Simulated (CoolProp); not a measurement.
n-pentane at 293.15 K and 0.0273 MPa flows at 1.9 m/s in a round tube of 2 mm bore and 15 µm roughness, fully developed (64/Re and Nu = 3.66 if laminar; Colebrook and Gnielinski if turbulent). Each further row changes one setting.

Computed with CoolProp (reference Helmholtz-energy equation of state, Thol 2019).

| case | Reynolds number | Darcy friction factor | pressure drop (Pa/m) | heat-transfer coefficient (W/(m² K)) | mass flow (kg/h) |
|---|---|---|---|---|---|
| as stated | 470 | [?] | [?] | 25.6 | 0.0176 |
| velocity 3.8 m/s | 940 | 0.0681 | 201 | 25.6 | 0.0352 |
| diameter 4 mm | 940 | 0.0681 | [?] | [?] | [?] |

Question: Complete the blanks.

Answer: 
- as stated, Darcy friction factor: 0.136
- as stated, pressure drop (Pa/m): 101
- diameter 4 mm, pressure drop (Pa/m): 25.2
- diameter 4 mm, heat-transfer coefficient (W/(m² K)): 12.8
- diameter 4 mm, mass flow (kg/h): 0.0704

Viscosity comes from a separate model (Quiñones-Cisneros 2006), older than the equation that it now runs on, and unchecked against measurements. Thermal conductivity comes from a separate model (Vassiliou 2015).
